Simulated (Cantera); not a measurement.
An isothermal, constant-pressure homogeneous reactor starts with C2H6 : N2 = 1 : 41 (molar parts), at 1650 K and 100.0 Torr.

Cantera simulation using GRI-Mech 3.0 (53 species, 325 reactions); the numbers are that mechanism's predictions, not measurements. GRI-Mech 3.0 stops at C3 and has no aromatics, soot or wall deposition, so with more carbon than oxygen in the feed, carbon stays in small species such as C2H2 where larger ones or solid carbon would form.

One state of this run: x C2H6 = 3.23e-10; x CH2 = 1.50e-9; x CH3 = 1.30e-6; x H = 5.33e-5; x C2H = 1.16e-7; x HCN = 1.22e-5; x H2 = 0.0453. x: mole fraction; the columns are a selection and need not sum to one.

### Question
Which value of t (s) does it belong to?
A. 7.00e-5
B. 29.5
C. 0.549
D. 0.0748

### Answer
B, 29.5
